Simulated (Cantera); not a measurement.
What does this Cantera script print?

```python
import numpy as np
import cantera as ct

gas = ct.Solution("h2o2.yaml")
gas.TPX = 1150, 100000, {'H2': 1, 'O2': 1, 'N2': 3.1}
inlet = ct.Reservoir(gas, clone=True)

reactor = ct.IdealGasConstPressureReactor(gas, energy="off", clone=False)
exhaust = ct.Reservoir(gas, clone=True)
tau = [5.2, 1.2, 0.3, 0.071, 0.017, 0.004, 0.00095, 0.00023][0]
for a, b in ((inlet, reactor), (reactor, exhaust)):
    ct.MassFlowController(a, b, mdot=lambda t: reactor.mass / tau)
net = ct.ReactorNet([reactor])
show = ['H2', 'O2', 'H2O', 'H', 'O', 'OH', 'HO2']

rows = []
print(f"{'tau/s':>10s}{'T/K':>9s}" + "".join(f"{s:>11s}" for s in show))
for tau in [5.2, 1.2, 0.3, 0.071, 0.017, 0.004, 0.00095, 0.00023]:
    net.initial_time = 0.0
    net.advance(30 * tau)
    before = gas.X
    net.advance(40 * tau)
    drift = np.max(np.abs(gas.X - before) / (gas.X + 1e-9))
    rows.append([gas.T, *gas[show].X, drift])
    print(f"{tau:10.3e}{gas.T:9.1f}" + "".join(f"{x:11.3e}" for x in gas[show].X))
```

Result:

```
     tau/s      T/K         H2         O2        H2O          H          O         OH        HO2
 5.200e+00   1150.0  1.879e-04  1.088e-01  2.172e-01  1.304e-07  7.720e-07  1.135e-05  7.151e-06
 1.200e+00   1150.0  4.773e-04  1.089e-01  2.168e-01  5.544e-07  2.773e-06  1.912e-05  1.596e-05
 3.000e-01   1150.0  1.091e-03  1.091e-01  2.161e-01  2.160e-06  8.680e-06  3.282e-05  3.047e-05
 7.100e-02   1150.0  2.330e-03  1.097e-01  2.147e-01  8.818e-06  2.658e-05  6.327e-05  5.158e-05
 1.700e-02   1150.0  4.460e-03  1.105e-01  2.123e-01  3.573e-05  7.698e-05  1.344e-04  7.546e-05
 4.000e-03   1150.0  8.336e-03  1.122e-01  2.078e-01  1.471e-04  2.120e-04  2.962e-04  1.004e-04
 9.500e-04   1150.0  1.570e-02  1.152e-01  1.991e-01  5.879e-04  5.351e-04  6.298e-04  1.235e-04
 2.300e-04   1150.0  2.967e-02  1.211e-01  1.822e-01  2.185e-03  1.232e-03  1.249e-03  1.407e-04
```

Detailed kinetics in Cantera: the H2/O2 subset of GRI-Mech 3.0, which has no nitrogen chemistry. The temperature is held fixed by assumption; the heat of reaction is taken as removed at once.
